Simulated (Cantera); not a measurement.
A closed system holds: 1 mol Fe2O3, 9.1 mol CO, 2.8 mol N2, 2.1 mol CH4, equilibrated at 86.0 Pa.

Cantera equilibrium calculation (NASA polynomials, part measured and part estimated; ideal gas, pure solids and liquids). Candidate condensed phases: C, C6H6, C7H8, C8H18, Fe, Fe(CO)5, FeO, Fe(OH)2, Fe(OH)3, Fe2O3, Fe3O4, H2O; 140 gas species. Equilibrium is a limit: real reactors are often held back by kinetics, nucleation or transport.

x: gas mole fraction; n: condensed amount in mol.

```csv
T (K),x CO,x H2,x N2,x Fe,x CO2,x H2O,x H,n Fe(γ),n Fe(δ),n Fe(l)
1198,0.582,0.214,0.154,5.39e-8,0.0329,0.0165,3.00e-6,2.00,0,0
1273,0.584,0.212,0.154,5.79e-7,0.0309,0.0186,1.12e-5,2.00,0,0
1348,0.586,0.210,0.154,4.74e-6,0.0291,0.0204,3.62e-5,2.00,0,0
1423,0.588,0.209,0.154,(withheld),0.0274,0.0220,(withheld),2.00,0,0
1498,0.589,0.207,0.154,0.000167,0.0259,0.0235,0.000267,2.00,0,0
1573,0.590,0.205,0.154,0.000764,0.0246,0.0248,0.000628,1.99,0,0
1648,0.590,0.203,0.153,(withheld),0.0234,0.0259,(withheld),1.94,0,0
1723,0.586,0.200,0.152,0.0106,0.0222,0.0266,0.00278,0,1.80,0
1798,0.572,0.193,0.148,0.0333,0.0208,0.0268,0.00528,0,1.37,0
1873,0.537,0.178,0.139,0.0919,0.0188,0.0256,0.00929,0,0,0.144
1948,0.532,0.172,0.137,0.0979,0.0180,0.0257,0.0160,0,0,0
```

**Question.** Fill in the missing entries.

**Answer.** 
- 1648, x Fe: 0.00303
- 1648, x H: 0.00137
- 1423, x Fe: 3.10e-5
- 1423, x H: 0.000103
